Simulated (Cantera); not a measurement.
Charge: 1 mol SiH2Cl2, 19 mol NH3, 1.3 mol N2, 0.17 mol HF, held at 38.0 Pa.

Equilibrium computed with Cantera from the NASA thermochemical tables; the gas is ideal and each condensed phase is pure. Candidate condensed phases: NH4Cl, Si, Si3N4; 49 gas species. The tables' values for SiF2, SiCl, SiF, SiF3, SiN are old estimates; treat these amounts as uncertain. Gases not in the tables: Si2H6 and higher silanes. Rates play no part.

log p: log10 of the partial pressure in bar; n: condensed amount in mol.

```tsv
T (°C)	log p H2	log p N2	log p HCl	log p H	log p Si	log p SiCl2	log p HF	n Si3N4(s)	n Si(s)	n Si(l)
677	-3.57	-4.02	-4.73	-11.04	<-15	-10.89	-7.12	0.320	0	0
777	-3.57	-4.02	-4.73	-9.88	<-15	-9.50	-6.78	0.321	0	0
877	-3.57	-4.02	-4.73	-8.91	<-15	-8.36	-6.50	0.322	0	0
977	-3.58	-4.02	-4.73	-8.10	-13.00	-7.40	-6.29	0.322	0	0
1077	-3.58	-4.02	-4.74	___	___	___	-6.16	0.315	0	0
1177	-3.57	-4.02	-4.78	-6.81	-9.01	-6.00	-6.14	0.284	0	0
1277	-3.58	-4.00	-4.87	-6.29	-7.48	-5.63	-6.22	0	0.689	0
1377	-3.58	-4.01	-4.87	___	___	-5.62	-6.17	0	0.650	0
1477	-3.59	-4.01	-4.88	-5.43	-5.82	-5.64	-6.14	0	0	0.508
1577	-3.60	-4.02	-4.87	-5.07	-5.23	-5.73	-6.11	0	0	0
1677	-3.62	-4.02	-4.82	-4.75	-5.14	-6.14	-5.98	0	0	0
```

Complete the blanks.


- 1077, log p H: -7.41
- 1077, log p Si: -10.85
- 1077, log p SiCl2: -6.61
- 1377, log p H: -5.83
- 1377, log p Si: -6.57
